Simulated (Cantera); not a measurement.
## Ignition delay

Mixture: CH4 : C2H6 : C3H8 : O2 : N2 = 1 : 0.076 : 0.56 : 4.61 : 17.3 (molar parts), equivalence ratio 1.1, at 9.87 atm, adiabatic and at constant volume. Ignition delay is the time to a rise of 400 K.

Model: GRI-Mech 3.0 (53 species, 325 reactions), integrated in Cantera. GRI-Mech 3.0 was tuned for natural gas; its chemistry of propane as a main component is partial and can be far from experiment.

| T0 (K) | delay (ms) |
|---|---|
| 1050 | 13.2 |
| 1150 | 2.92 |
| 1250 | 0.616 |
| 1350 | 0.142 |
| 1450 | 0.0400 |
| 1550 | 0.0142 |

The apparent activation energy between 1350 and 1550 K is 200 kJ/mol.
